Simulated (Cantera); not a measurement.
A perfectly stirred reactor is fed with N2O : H2O = 1 : 0.0076 (molar parts), at 0.132 atm; it is held at 1550 K, and followed from long to short residence time.

Cantera simulation using GRI-Mech 3.0 (53 species, 325 reactions); the numbers are that mechanism's predictions, not measurements. GRI-Mech 3.0 was tuned for natural gas; its chemistry of N2O as a main component is partial and can be far from experiment. The temperature is held fixed by assumption; the heat of reaction is taken as removed at once.

x: mole fraction; the columns are a selection and need not sum to one.

| τ (s) | x N2O | x H2O | x O2 | x H2O2 | x OH | x NO2 | x HO2 |
|---|---|---|---|---|---|---|---|
| 16 | 0.00435 | 0.00501 | 0.288 | 7.17e-10 | 8.62e-5 | 0.000107 | 5.86e-8 |
| 5.4 | 0.0115 | 0.00502 | 0.274 | 9.67e-10 | 0.000103 | 0.000124 | 6.87e-8 |
| 1.7 | 0.0318 | 0.00506 | 0.257 | ___ | 0.000120 | 0.000145 | 9.37e-8 |
| 0.57 | 0.0828 | 0.00518 | 0.236 | ___ | 0.000133 | 0.000176 | 1.56e-7 |
| 0.18 | 0.214 | 0.00551 | 0.198 | ___ | 0.000144 | 0.000240 | 3.49e-7 |
| 0.060 | 0.443 | 0.00608 | 0.138 | ___ | 0.000152 | 0.000344 | 9.05e-7 |
| 0.020 | 0.700 | 0.00673 | 0.0728 | ___ | 0.000153 | 0.000416 | 2.38e-6 |
| 0.0064 | 0.875 | 0.00717 | 0.0290 | ___ | 0.000139 | 0.000336 | 5.56e-6 |
| 0.0021 | 0.951 | 0.00738 | 0.0102 | ___ | 0.000110 | 0.000157 | 9.72e-6 |
| 0.00067 | 0.979 | 0.00747 | 0.00326 | ___ | 7.12e-5 | 3.35e-5 | 1.16e-5 |
| 0.00022 | 0.988 | 0.00751 | 0.00102 | ___ | 3.41e-5 | 2.63e-6 | 6.79e-6 |

Problem. Complete the blanks.

Solution. 
- 1.7, x H2O2: 1.26e-9
- 0.57, x H2O2: 1.54e-9
- 0.18, x H2O2: 1.89e-9
- 0.060, x H2O2: 2.60e-9
- 0.020, x H2O2: 4.66e-9
- 0.0064, x H2O2: 1.15e-8
- 0.0021, x H2O2: 2.65e-8
- 0.00067, x H2O2: 3.75e-8
- 0.00022, x H2O2: 1.63e-8
